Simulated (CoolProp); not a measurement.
Saturation properties of R245ca (Tc = 447.6 K, pc = 3.941 MPa, ω = 0.355).

The numbers come from the reference Helmholtz-energy equation of state, Zhou 2016 in CoolProp.

| T (K) | p (MPa) | liquid density (kg/m³) | vapour density (kg/m³) | surface tension (mN/m) |
|---|---|---|---|---|
| 320.8 | 0.2237 | 1329 | 12.07 | 13.4 |
| 328.2 | 0.2825 | 1309 | 15.10 | 12.4 |
| 335.6 | 0.3526 | 1288 | 18.70 | 11.5 |
| 343.1 | 0.4363 | 1266 | 23.03 | 10.5 |
| 350.5 | 0.5329 | 1244 | 28.05 | 9.62 |
| 357.9 | 0.6450 | 1222 | 33.95 | 8.71 |
| 365.3 | 0.7738 | 1198 | 40.85 | 7.82 |
| 372.7 | 0.9212 | 1173 | 48.93 | 6.95 |
| 380.1 | 1.089 | 1147 | 58.38 | 6.10 |
| 387.5 | 1.278 | 1119 | 69.48 | 5.26 |
| 395 | 1.495 | 1089 | 82.80 | 4.45 |
| 402.4 | 1.734 | 1056 | 98.48 | 3.67 |
| 409.8 | 2.002 | 1021 | 117.4 | 2.92 |
| 417.2 | 2.301 | 980.6 | 140.9 | 2.21 |
| 424.6 | 2.635 | 933.6 | 171.0 | 1.55 |

It boils at 298.4 K under 1 atm.

Surface tension comes from a separate correlation (Mulero 2012).
